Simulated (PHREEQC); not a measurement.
**Cooling-tower water: speciation**

A made-up water analysis in mg/L, 25 °C, pH 6.35, pe -0.4: Na 143; K 32.1; Ca 45.7; Mg 42.9; Cl 120; S(6) as SO4 84.3; Alkalinity as HCO3 489; N(-3) as NH4 3.05; Fe(2) 21.7.

Valence states are taken as typed.

Computed with PHREEQC (ion-association model, phreeqc.dat).

No solid was allowed to form.

**Question.** Estimate the ionic strength, charge-balance error.

**Answer.** ionic strength 0.0164 mol/kgw; charge-balance error 2.5 %.

**Question.** In which forms is Mg present?

**Answer.** Mg+2 89 %, MgSO4 5.5 %, MgHCO3+ 5.0 % of the Mg.

Examples of supersaturated solids here: Siderite. Others may be too.
